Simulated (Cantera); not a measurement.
Halide evaporation, hydrolysis and transport: CaCl₂ + H₂

Input: 1 mol CaCl₂, a varied amount of H₂, equilibrated at 1477 °C and 0.0133 bar.

Equilibrium computed with Cantera from the NASA thermochemical tables; the gas is ideal and each condensed phase is pure. Candidate condensed phases: Ca, CaCl₂; 9 gas species. Equilibrium is a limit: real reactors are often held back by kinetics, nucleation or transport.

```csv
n(H₂) (mol),log p H₂,log p CaCl₂,log p HCl,log p CaCl
0.2,-2.67,-1.96,-4.04,-4.09
0.3,-2.52,-1.99,-4.01,-4.07
0.45,-2.39,-2.04,-4.00,-4.07
0.68,-2.27,-2.11,-4.00,-4.07
1,-2.18,-2.18,-4.01,-4.09
1.6,-2.09,-2.30,-4.04,-4.14
2.3,-2.04,-2.40,-4.07,-4.18
3.5,-1.99,-2.54,-4.12,-4.25
5.3,-1.95,-2.69,-4.17,-4.32
8.1,-1.93,-2.85,-4.24,-4.41
12,-1.91,-3.01,-4.30,-4.49
18,-1.90,-3.18,-4.37,-4.59
```
log p: log10 of the partial pressure in bar; nothing condenses.

From 0.2 mol H₂ to 18 mol H₂ nothing is condensed. The main Ca-bearing gas is CaCl₂ throughout.
